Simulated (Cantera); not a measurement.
What does this Cantera script print?

```python
import numpy as np
import cantera as ct

gas_names = """
    Cr CrN H H2 N NH NH2 NH3 N2 N2H2 N2H4
""".split()
cond_names = """
    Cr(cr) Cr(L) CrN(s) Cr2N(s)
""".split()


# ... load() reads the species with a 1 bar reference pressure and builds the phases ...
atoms = {
    'Cr': {'Cr': 1},
    'NH3': {'N': 1, 'H': 3},
    'H2': {'H': 2},
}
top_T = {'CrN(s)': 1900, 'Cr2N(s)': 1900}  # K; cautious upper limits of use, not melting points


# ... equilibrate(T, P, feed) seeds the gas with the atoms and calls Mixture.equilibrate('TP', solver="vcs", rtol=1e-11, max_steps=5000) ...
results = []
feed = {'Cr': 1, 'NH3': 0.14, 'H2': 290}  # mol
P = 62000  # Pa
for T in [1248, 1348, 1448, 1548, 1648, 1748, 1848, 1948, 2048]:
    mix = equilibrate(T, P, feed)
    results.append((T, P, feed, dict(zip(mix.species_names, mix.species_moles))))

top = {s: max(r[3][s] / sum(r[3][g] for g in gas_names) for r in results) for s in gas_names}
cols = sorted((s for s in top if top[s] > 0.001), key=lambda s: -top[s])[:5]
seen = [c for c in cond_names if any(r[3].get(c, 0) > 1e-12 for r in results)]
print("log10 of partial pressures in bar; condensed amounts in mol")
print(f"{'T/K':>10s}" + "".join(f"{s[:9]:>10s}" for s in cols + seen))
for T, P, feed, n in results:
    ng = sum(n[g] for g in gas_names)
    print(f"{T:10.4g}" + "".join(f"{np.log10(max(n[s] / ng * P / 1e5, 1e-99)):10.3f}" for s in cols)
          + "".join(f"{n.get(c, 0):10.4g}" for c in seen))
```

Result:

```
log10 of partial pressures in bar; condensed amounts in mol
       T/K        H2        Cr         H    Cr(cr)
      1248    -0.208    -8.973    -6.435         1
      1348    -0.208    -7.767    -5.740         1
      1448    -0.208    -6.732    -5.139    0.9999
      1548    -0.208    -5.835    -4.615    0.9993
      1648    -0.208    -5.050    -4.154    0.9958
      1748    -0.208    -4.360    -3.745    0.9796
      1848    -0.208    -3.748    -3.380    0.9163
      1948    -0.209    -3.202    -3.051    0.7056
      2048    -0.210    -2.713    -2.755   0.09017
```

Cantera equilibrium calculation (NASA polynomials, part measured and part estimated; ideal gas, pure solids and liquids).
